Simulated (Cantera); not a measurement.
# Stirred combustor or abatement burner

A perfectly stirred reactor is fed with CH4 : O2 : N2 = 1 : 2.63 : 9.89 (molar parts), equivalence ratio 0.76, at 4.93 atm; it is adiabatic with a 350 K inlet, and is followed from long to short residence time, starting on the burning branch (τ in s: 0.33, 0.13, 0.054, 0.022, 0.009, 0.0037, 0.0015, 0.00061, 0.00025, 0.0001, 4.2e-05, 1.7e-05, 6.9e-06).

Detailed kinetics in Cantera: GRI-Mech 3.0 (53 species, 325 reactions).

```
τ (s)    T (K)     x CH4    x O2    x CH2      x NO      x H2   x CO2     x CH3
-------  -----  --------  ------  -------  --------  --------  ------  --------
0.33      1980   9.55e-7  0.0462  5.99e-9  0.000434   8.26e-5  0.0737   2.96e-7
0.13      1980   2.31e-6  0.0463  1.51e-8  0.000211   9.14e-5  0.0737   7.19e-7
0.054     1979   5.11e-6  0.0464  3.56e-8  0.000112  0.000110  0.0736   1.60e-6
0.022     1977   1.08e-5  0.0465  8.40e-8   6.62e-5  0.000151  0.0734   3.38e-6
0.0090    1973   2.11e-5  0.0466  1.91e-7   4.64e-5  0.000230  0.0731   6.61e-6
0.0037    1965   3.94e-5  0.0469  4.17e-7   3.72e-5  0.000376  0.0724   1.21e-5
0.0015    1952   7.33e-5  0.0475  8.80e-7   3.18e-5  0.000635  0.0712   2.15e-5
0.00061   1929  0.000138  0.0485  1.76e-6   2.71e-5   0.00106  0.0691   3.75e-5
0.00025   1892  0.000273  0.0506  3.33e-6   2.20e-5   0.00173  0.0654   6.67e-5
0.00010   1824  0.000653  0.0550  6.23e-6   1.47e-5   0.00278  0.0582  0.000134
4.2e-5     350    0.0740   0.195   <1e-12    <1e-12    <1e-12  <1e-12    <1e-12
1.7e-5     350    0.0740   0.195   <1e-12    <1e-12    <1e-12  <1e-12    <1e-12
6.9e-6     350    0.0740   0.195   <1e-12    <1e-12    <1e-12  <1e-12    <1e-12
```
x: mole fraction; the columns are a selection and need not sum to one.
